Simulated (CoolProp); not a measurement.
The numbers come from the reference Helmholtz-energy equation of state, Lemmon 2013 in CoolProp.

**Question.** Give the vapour pressure (MPa), vapour Z, liquid conductivity (mW/(m K)) of saturated propylene at 297.4, 329.8 K.

**Answer.** 
| T (K) | p (MPa) | vapour Z | liquid conductivity (mW/(m K)) |
|---|---|---|---|
| 297.4 | 1.13 | 0.806 | 112 |
| 329.8 | 2.36 | 0.669 | 94.5 |

Thermal conductivity comes from a separate model (Huber 2003), an estimate that may be off by 10 % or more.
